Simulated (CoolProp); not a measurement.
Vapour-liquid equilibrium of propylene (1) + n-heptane (2) at 0.0523 MPa; x and y are mole fractions of (1).

The numbers come from the multi-fluid Helmholtz-energy mixture model, Lemmon 2013 and Span 2003; pair parameters Bell 2016 in CoolProp.

Problem. Give the bubble temperature and the first vapour's composition at x = 0.25, 0.45, 0.95. Is there an azeotrope?

Solution. x = 0.25: -36.9 °C, y = 0.998; x = 0.45: -50.3 °C, y = 1.000; x = 0.95: -60.2 °C, y = 1.000. No azeotrope shows between x = 0.05 and 0.95.

Pair parameters are fitted to limited data, so mixtures are less certain than the pure fluids. The gap from Raoult's law changes sign with composition, which may be real or a fault of the pair parameters; it wasn't checked against measurements.
